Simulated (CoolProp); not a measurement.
Properties of C2F6 (R116) along the isobar 45.4 bar.

Values from CoolProp's reference Helmholtz-energy equation of state, Lemmon 2006. It is a short technical equation, of lower accuracy than the large ones.

```csv
T (°C),phase,isothermal compressibility (1/MPa),Prandtl number
-54.85,liquid,0.003975,4.40
-39.75,liquid,0.005451,3.95
-24.55,liquid,0.007926,3.60
-9.35,liquid,0.01261,3.33
5.85,liquid,0.02358,3.14
20.95,supercritical,0.06364,3.09
36.15,supercritical,0.4366,3.28
51.35,supercritical,0.4399,1.59
66.45,supercritical,0.3447,1.22
81.65,supercritical,0.3028,1.09
96.85,supercritical,0.2794,1.03
111.95,supercritical,0.2646,0.990
127.15,supercritical,0.2542,0.964
```

Viscosity comes from a separate model (Huber 2003), an estimate that may be off by 10 % or more. Thermal conductivity comes from a separate model (Huber 2003), an estimate that may be off by 10 % or more.
